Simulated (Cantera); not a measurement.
## Ammonia decomposition in nitride growth gas

An isothermal, constant-pressure homogeneous reactor starts with NH₃ : H₂ = 1 : 9.3 (molar parts), at 2198 K and 0.390 bar.

Cantera simulation using the gas-phase N/H chemistry of the illustrative SiF4/NH3 mechanism in the Surface Chemkin manual (1991); the numbers are that mechanism's predictions, not measurements. Walls and surfaces, which speed up NH3 decomposition in real reactors, are not modelled.

```
t (s)        x NH₃   x H₂      x N₂      x N     x NH₂
--------  --------  -----  --------  -------  --------
0.000200    0.0967  0.902   1.84e-5  4.22e-7  0.000297
0.000462    0.0957  0.902  0.000303  2.46e-6  0.000534
0.00107     0.0923  0.903   0.00183  3.70e-6  0.000598
0.00247     0.0844  0.908   0.00545  3.75e-6  0.000565
0.00570     0.0687  0.916    0.0126  3.79e-6  0.000494
0.0132      0.0427  0.930    0.0245  3.90e-6  0.000361
0.0304      0.0135  0.945    0.0379  4.24e-6  0.000172
0.0702    0.000854  0.947    0.0437  2.42e-6   2.25e-5
0.162     0.000127  0.947    0.0440  4.57e-7   3.61e-6
0.375      4.16e-5  0.947    0.0440  1.51e-7   1.19e-6
0.866      1.63e-5  0.947    0.0440  5.90e-8   4.65e-7
2.00       6.83e-6  0.947    0.0441  2.47e-8   1.95e-7
```
x: mole fraction; the columns are a selection and need not sum to one.

Equilibrium at this temperature and pressure: NH₃ 1.12e-6, H₂ 0.947, N₂ 0.0441, N 4.07e-9, NH₂ 3.21e-8 (gas phase only).
